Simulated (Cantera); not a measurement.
A closed system holds: 1 mol CH₃SiH₃, 0.034 mol C₂H₂, 4.7 mol H₂, at 0.133 bar.

Cantera equilibrium calculation (NASA polynomials, part measured and part estimated; ideal gas, pure solids and liquids). Candidate condensed phases: C, C₆H₆, C₇H₈, C₈H₁₈, Si, SiC; 87 gas species. The feed counts by its element totals alone. Gases not in the tables: Si₂H₆ and higher silanes. Equilibrium is a limit: real reactors are often held back by kinetics, nucleation or transport.

Which condensed phases are stable at each of these points (T (K)): 1300, 1400, 1500, 1600, 1700, 1800, 1900, 2000, 2100, 2200, 2300, 2400, 2500?


```csv
T (K),condensed phases,Si condensed (%)
1300,C(graphite) + SiC(s),100.0
1400,C(graphite) + SiC(s),100.0
1500,C(graphite) + SiC(s),100.0
1600,C(graphite) + SiC(s),100.0
1700,C(graphite) + SiC(s),100.0
1800,C(graphite) + SiC(s),100.0
1900,C(graphite) + SiC(s),100.0
2000,C(graphite) + SiC(s),100.0
2100,C(graphite) + SiC(s),99.9
2200,C(graphite) + SiC(s),99.7
2300,C(graphite) + SiC(s),98.8
2400,SiC(s),96.0
2500,SiC(s),87.9
```

From 1300 K to 2300 K the condensed part is C(graphite) + SiC(s). From 2400 K to 2500 K the condensed part is SiC(s).
